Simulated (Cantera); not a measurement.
Cantera run, input and output.

```python
import numpy as np
import cantera as ct

gas = ct.Solution("gri30.yaml")
gas.TPX = 1225, 850000, {'CH3OH': 0.0044, 'O2': 0.004, 'N2': 1}
reactor = ct.IdealGasConstPressureReactor(gas, energy="off", clone=False)
net = ct.ReactorNet([reactor])
net.rtol, net.atol = 1e-08, 1e-18
show = ['CH3OH', 'O2', 'NO2', 'HO2', 'CH2']
times = np.geomspace(0.0002, 20, 10)

steps = ct.SolutionArray(gas, extra=["t"])
rows = []
print(f"{'t/s':>10s}{'T/K':>9s}{'P/Pa':>11s}" + "".join(f"{s:>11s}" for s in show))
for t in times:
    while net.time < t:
        t_next = net.step()
        steps.append(gas.state, t=t_next)
    rows.append([np.interp(t, steps.t, y) for y in (steps.T, steps.P, *steps(*show).X.T)])
    print(f"{t:10.3e}{rows[-1][0]:9.1f}{rows[-1][1]:11.4g}" + "".join(f"{x:11.3e}" for x in rows[-1][2:]))
rate = np.gradient(steps.T, steps.t)
print("integrator steps:", len(steps.t))
if steps.T.max() > steps.T[0] + 200:
    print(f"time of steepest temperature rise: {steps.t[rate.argmax()]:.4e} s")
gas.TPX = 1225, 850000, {'CH3OH': 0.0044, 'O2': 0.004, 'N2': 1}
gas.equilibrate("TP")
print(f"equilibrium (TP): T = {gas.T:.1f} K  " + "  ".join(f"{s} {gas[s].X[0]:.3e}" for s in show))
```

It prints:

```
       t/s      T/K       P/Pa      CH3OH         O2        NO2        HO2        CH2
 2.000e-04   1225.0    8.5e+05  4.362e-03  3.966e-03  5.952e-18  4.785e-07  2.528e-10
 7.188e-04   1225.0    8.5e+05  4.357e-03  3.964e-03  4.338e-16  1.887e-06  2.525e-10
 2.583e-03   1225.0    8.5e+05  4.243e-03  3.928e-03  6.352e-14  1.153e-05  2.464e-10
 9.283e-03   1225.0    8.5e+05  3.520e-10  8.639e-07  6.143e-13  3.032e-09  1.336e-11
 3.336e-02   1225.0    8.5e+05  1.514e-10  4.609e-08  1.979e-13  1.182e-10  4.931e-13
 1.199e-01   1225.0    8.5e+05  3.848e-11  1.278e-08  9.341e-14  1.382e-11  2.147e-14
 4.309e-01   1225.0    8.5e+05  1.017e-11  4.764e-09  3.218e-14  1.682e-12  1.474e-15
 1.549e+00   1225.0    8.5e+05  3.077e-12  1.754e-09  8.784e-15  2.075e-13  1.489e-16
 5.565e+00   1225.0    8.5e+05  1.340e-12  4.612e-10  1.431e-15  2.657e-14  3.423e-17
 2.000e+01   1225.0    8.5e+05  1.011e-12  1.791e-11  2.550e-17  8.817e-16  2.252e-17
integrator steps: 2672
equilibrium (TP): T = 1225.0 K  CH3OH 3.916e-15  O2 1.641e-16  NO2 9.048e-21  HO2 3.304e-20  CH2 7.620e-21
```

Model: GRI-Mech 3.0 (53 species, 325 reactions), integrated in Cantera. GRI-Mech 3.0 was tuned for natural gas; its chemistry of methanol as a main component is partial and can be far from experiment.
